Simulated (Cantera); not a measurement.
Input (Python, Cantera) and output of one run.

```python
import numpy as np
import cantera as ct

gas_names = [...]  # 109 gases of nasa_gas.yaml made of C, Cl, H, Si
cond_names = """
    C(gr) C6H6(L) C7H8(L) C8H18(L),n-octa Si(cr) Si(L) SiC(b)
""".split()


# ... load() reads the species with a 1 bar reference pressure and builds the phases ...
atoms = {
    'CH3Cl': {'C': 1, 'H': 3, 'CL': 1},
    'Si': {'Si': 1},
}
top_T = {'C(gr)': 4500, 'SiC(b)': 3050}  # K; cautious upper limits of use, not melting points


# ... equilibrate(T, P, feed) seeds the gas with the atoms and calls Mixture.equilibrate('TP', solver="vcs", rtol=1e-11, max_steps=5000) ...
results = []
feed = {'CH3Cl': 1, 'Si': 0.39}  # mol
P = 100000  # Pa
for T in [2000, 2050, 2100, 2150, 2200, 2250, 2300, 2350, 2400, 2450]:
    mix = equilibrate(T, P, feed)
    results.append((T, P, feed, dict(zip(mix.species_names, mix.species_moles))))

top = {s: max(r[3][s] / sum(r[3][g] for g in gas_names) for r in results) for s in gas_names}
cols = sorted((s for s in top if top[s] > 1e-05), key=lambda s: -top[s])[:7]
seen = [c for c in cond_names if any(r[3].get(c, 0) > 1e-12 for r in results)]
print("log10 of partial pressures in bar; condensed amounts in mol")
print(f"{'T/K':>10s}" + "".join(f"{s[:9]:>10s}" for s in cols + seen))
for T, P, feed, n in results:
    ng = sum(n[g] for g in gas_names)
    print(f"{T:10.4g}" + "".join(f"{np.log10(max(n[s] / ng * P / 1e5, 1e-99)):10.3f}" for s in cols)
          + "".join(f"{n.get(c, 0):10.4g}" for c in seen))
```

It prints:

```
log10 of partial pressures in bar; condensed amounts in mol
       T/K        H2       HCL     SiCL2         H        CL     SiCL3 C2H2,acet     C(gr)    SiC(b)
      2000    -0.261    -0.394    -1.408    -2.919    -3.180    -2.311    -3.375     0.698       0.3
      2050    -0.259    -0.400    -1.369    -2.774    -3.045    -2.352    -3.233    0.7034     0.294
      2100    -0.258    -0.407    -1.333    -2.635    -2.917    -2.395    -3.098    0.7089    0.2877
      2150    -0.256    -0.414    -1.301    -2.503    -2.796    -2.438    -2.969    0.7141    0.2813
      2200    -0.255    -0.421    -1.272    -2.377    -2.681    -2.481    -2.846    0.7191    0.2749
      2250    -0.254    -0.429    -1.245    -2.256    -2.572    -2.524    -2.729    0.7238    0.2684
      2300    -0.253    -0.438    -1.221    -2.141    -2.468    -2.567    -2.618    0.7281    0.2619
      2350    -0.253    -0.446    -1.200    -2.031    -2.369    -2.610    -2.511    0.7319    0.2552
      2400    -0.253    -0.456    -1.180    -1.925    -2.274    -2.653    -2.410    0.7352    0.2483
      2450    -0.254    -0.465    -1.163    -1.824    -2.184    -2.696    -2.313     0.738    0.2411
```

These are equilibrium values from Cantera (NASA tables, ideal gas, pure condensed phases), not measurements of a reactor. The tables' values for SiCl3, SiCl are old estimates; treat these amounts as uncertain. Gases not in the tables: Si2H6 and higher silanes.
